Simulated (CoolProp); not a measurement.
Vapour-liquid equilibrium of R134a (1) + methanol (2) at 2.69 bar; x and y are mole fractions of (1).

Model: multi-fluid Helmholtz-energy mixture model, Tillner-Roth 1994 and de Reuck 1993; pair parameters Bell 2016, in CoolProp.

```
x     bubble temperature, mixture model (°C)  bubble temperature, Raoult's law (°C)  y, mixture model  y, Raoult's law
----  --------------------------------------  -------------------------------------  ----------------  ---------------
0.05                                    53.4                                   75.9             0.760            0.448
0.15                                    24.9                                   53.3             0.939            0.797
0.25                                    16.4                                   38.5             0.962            0.908
0.35                                    12.5                                   28.2             0.971            0.952
0.45                                    10.2                                   20.5             0.975            0.973
0.55                                     8.2                                   14.5             0.979            0.984
0.65                                     6.2                                    9.7             0.983            0.991
0.75                                     4.0                                    5.6             0.987            0.995
0.85                                     1.7                                    2.1             0.992            0.997
0.95                                    -0.9                                   -0.9             0.997            0.999
```

The largest gap from Raoult's law is -28.4 K in bubble temperature, at x = 0.15. No azeotrope shows between x = 0.05 and 0.95.

The pair parameters rest on a limited set of measurements; away from them the model extrapolates. With so large a gap from Raoult's law the liquid may split in two, which this calculation doesn't test in full.
